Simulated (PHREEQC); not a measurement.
Make-up at 20 °C: 0.12 mol Pb(NO3)2, 0.28 mol HNO3 and 0.00073 mol Na2SO4 per kg of water. Closed to the air; pH follows from the charge balance.

Model: ion-association model, phreeqc.dat, run in PHREEQC.

```tsv
quantity	before	after
pH	0.67	4.30
ionic strength (mol/kgw)	0.493	0.257
NO3- (mol/kgw)	0.446	0.189
HSO4- (mol/kgw)	0.000503	3.00e-7
SO4-2 (mol/kgw)	9.45e-5	0.000187
NaSO4- (mol/kgw)	1.45e-7	3.60e-7
```

Task: Name the change that produced these shifts.
(A) temperature from 20 to 35 °C
(B) HNO3 left out
(C) Pb(NO3)2 replaced by KNO3 at the same molality
(D) Pb(NO3)2 from 0.12 to 0.18 mol/kgw

Result: B, HNO3 left out

No solid was allowed to form. Some of these states are supersaturated (in Anglesite, for instance).
